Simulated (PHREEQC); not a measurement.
0.2 mol of Bromyrite (AgBr) is brought to equilibrium with 1 kg of water, with rising amounts of CdCl2, at 25 °C. O2 is buffered at 0.21 atm. No CO2 enters from the air. Only these solids could form: Bromyrite, Cd(OH)2, CdOHCl, Cerargyrite, Ag2O.

Base run: PHREEQC, ion-association model, wateq4f.dat. Each further column changes one thing. The table gives dissolved Ag (mol/kgw).

```tsv
CdCl2 added (mol)	base	all activity coefficients set to 1	Davies equation for every ion
0	7.43e-7	7.42e-7	7.43e-7
0.0417	2.15e-6	1.84e-6	2.17e-6
0.125	5.49e-6	3.93e-6	5.65e-6
0.167	7.31e-6	4.82e-6	7.59e-6
0.208	9.19e-6	5.62e-6	9.63e-6
0.292	1.33e-5	7.13e-6	1.41e-5
0.333	1.53e-5	7.80e-6	1.65e-5
0.375	1.75e-5	8.46e-6	1.89e-5
0.458	2.16e-5	9.68e-6	2.38e-5
0.5	2.37e-5	1.03e-5	2.63e-5
```
